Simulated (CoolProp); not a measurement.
Properties of octamethylcyclotetrasiloxane (D4) along the isotherm 326.4 K.

Values from CoolProp's reference Helmholtz-energy equation of state, Thol 2015.

```
p (bar)   phase  density (kg/m³)  cv (kJ/(kg K))  Joule-Thomson coefficient (K/MPa)  isothermal compressibility (1/MPa)  fugacity coefficient
-------  ------  ---------------  --------------  ---------------------------------  ----------------------------------  --------------------
2.81     liquid            918.8           1.429                            -0.3737                            0.001926              0.003205
5.61     liquid            919.3           1.429                            -0.3745                            0.001914              0.001660
8.42     liquid            919.8           1.429                            -0.3754                            0.001902              0.001143
11.2     liquid            920.3           1.429                            -0.3762                            0.001890             0.0008884
14       liquid            920.7           1.429                            -0.3770                            0.001879             0.0007348
16.8     liquid            921.2           1.430                            -0.3778                            0.001867             0.0006330
19.6     liquid            921.7           1.430                            -0.3786                            0.001856             0.0005609
22.5     liquid            922.2           1.430                            -0.3794                            0.001845             0.0005057
25.3     liquid            922.7           1.430                            -0.3801                            0.001834             0.0004649
28.1     liquid            923.1           1.430                            -0.3809                            0.001823             0.0004327
30.9     liquid            923.6           1.430                            -0.3816                            0.001812             0.0004067
33.7     liquid            924.1           1.430                            -0.3823                            0.001802             0.0003855
```
